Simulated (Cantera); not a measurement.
Cantera run, input and output.

```python
import numpy as np
import cantera as ct

gas = ct.Solution("gri30.yaml")
gas.TPX = 1550, 680000, {'CH2O': 0.0093, 'O2': 0.0039, 'N2': 1}
inlet = ct.Reservoir(gas, clone=True)

reactor = ct.IdealGasConstPressureReactor(gas, energy="off", clone=False)
exhaust = ct.Reservoir(gas, clone=True)
tau = [0.57, 0.26, 0.12, 0.057, 0.026, 0.012, 0.0056, 0.0026, 0.0012, 0.00056][0]
for a, b in ((inlet, reactor), (reactor, exhaust)):
    ct.MassFlowController(a, b, mdot=lambda t: reactor.mass / tau)
net = ct.ReactorNet([reactor])
show = ['CH2O', 'O2', 'CH4', 'H2', 'H2O']

rows = []
print(f"{'tau/s':>10s}{'T/K':>9s}" + "".join(f"{s:>11s}" for s in show))
for tau in [0.57, 0.26, 0.12, 0.057, 0.026, 0.012, 0.0056, 0.0026, 0.0012, 0.00056]:
    net.initial_time = 0.0
    net.advance(30 * tau)
    before = gas.X
    net.advance(40 * tau)
    drift = np.max(np.abs(gas.X - before) / (gas.X + 1e-9))
    rows.append([gas.T, *gas[show].X, drift])
    print(f"{tau:10.3e}{gas.T:9.1f}" + "".join(f"{x:11.3e}" for x in gas[show].X))
```

Result:

```
     tau/s      T/K       CH2O         O2        CH4         H2        H2O
 5.700e-01   1550.0  2.631e-07  3.586e-06  6.425e-09  4.156e-03  4.953e-03
 2.600e-01   1550.0  3.941e-07  5.369e-06  1.034e-08  4.141e-03  4.957e-03
 1.200e-01   1550.0  5.881e-07  8.017e-06  1.641e-08  4.121e-03  4.963e-03
 5.700e-02   1550.0  8.680e-07  1.186e-05  2.525e-08  4.093e-03  4.971e-03
 2.600e-02   1550.0  1.317e-06  1.805e-05  3.916e-08  4.051e-03  4.984e-03
 1.200e-02   1550.0  2.006e-06  2.764e-05  5.964e-08  3.992e-03  5.002e-03
 5.600e-03   1550.0  3.080e-06  4.275e-05  8.988e-08  3.913e-03  5.027e-03
 2.600e-03   1550.0  4.843e-06  6.788e-05  1.353e-07  3.809e-03  5.060e-03
 1.200e-03   1550.0  7.877e-06  1.117e-04  2.013e-07  3.682e-03  5.099e-03
 5.600e-04   1550.0  1.329e-05  1.899e-04  2.885e-07  3.555e-03  5.129e-03
```

Model: GRI-Mech 3.0 (53 species, 325 reactions), integrated in Cantera.
